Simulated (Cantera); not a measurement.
Gas mixture: 26.7 % H₂, 31.8 % C₃H₈, 41.5 % NH₃, at 4.93 atm, frozen composition.

Cantera's kinetic-theory transport with the Lennard-Jones parameters of GRI-Mech 3.0, ideal gas; thermal conductivity in the mixture-averaged form. Polar gases are described roughly by these parameters. The composition is frozen, though it would react at the higher temperatures.

D: mixture-averaged diffusion coefficient of that species in the mixture.

```csv
T (K),ρ (kg/m³),cp (J/kg/K),μ (µPa s),λ (mW/m/K),Pr,D (cm²/s) H₂,D (cm²/s) C₂H₂,D (cm²/s) NO
400,3.25,2487,12.6,68.6,0.458,0.207,0.0545,0.0678
500,2.60,2821,15.5,88.4,0.496,0.305,0.0827,0.101
600,2.17,3123,18.2,109,0.524,0.417,0.115,0.140
700,1.86,3391,20.8,129,0.546,0.542,0.152,0.183
800,1.63,3626,23.2,150,0.561,0.679,0.193,0.230
900,1.44,3834,25.6,…,0.573,…,…,…
1000,1.30,4025,27.8,192,0.582,0.988,0.285,0.337
1100,1.18,4178,29.9,…,0.587,…,…,…
```

### Question
Complete the blanks.

### Answer

- 900, λ (mW/m/K): 171
- 900, D (cm²/s) H₂: 0.828
- 900, D (cm²/s) C₂H₂: 0.237
- 900, D (cm²/s) NO: 0.282
- 1100, λ (mW/m/K): 213
- 1100, D (cm²/s) H₂: 1.16
- 1100, D (cm²/s) C₂H₂: 0.336
- 1100, D (cm²/s) NO: 0.396
